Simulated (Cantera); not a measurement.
Charge: 1 mol Pb, 2.1 mol CO, 3.6 mol N₂, held at 677 °C and 3.10 mbar.

These are equilibrium values from Cantera (NASA tables, ideal gas, pure condensed phases), not measurements of a reactor. Candidate condensed phases: C, Pb, PbO, PbO₂, Pb₃O₄; 27 gas species. Rates play no part.

Base state: N₂ 0.631, CO 0.367, Pb 0.00162, CO₂ 0.000697 (mole fractions); condensed: C(graphite) + Pb(l).

Problem. What changes in the equilibrium state with this change: Pb replaced by PbO?

Solution. 
```json
[
 {"species": "N₂", "before": "0.631", "after": "0.631"},
 {"species": "CO", "before": "0.367", "after": "0.193"},
 {"species": "CO₂", "before": "0.000697", "after": "0.175"},
 {"species": "Pb", "before": "0.00162", "after": "0.00162"},
 {"species": "C(graphite), mol", "before": "0.00398", "after": "0"},
 {"species": "Pb(l), mol", "before": "0.991", "after": "0.991"}
]
```
